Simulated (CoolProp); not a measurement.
Computed with CoolProp (reference Helmholtz-energy equation of state, Platzer 1990). This equation is an older, rougher fit; its heat capacities, sound speeds and derivatives of the liquid may be far off and weren't checked against measurements.

Give the vapour pressure (MPa), liquid viscosity (µPa s), liquid conductivity (mW/(m K)) of saturated R13 at -127.95 °C.


```
T (°C)   p (MPa)  liquid viscosity (µPa s)  liquid conductivity (mW/(m K))
-------  -------  ------------------------  ------------------------------
-127.95  0.00329                       718                             114
```

Viscosity comes from a separate model (Huber 2003), an estimate that may be off by 10 % or more. Thermal conductivity comes from a separate model (Huber 2003), an estimate that may be off by 10 % or more.
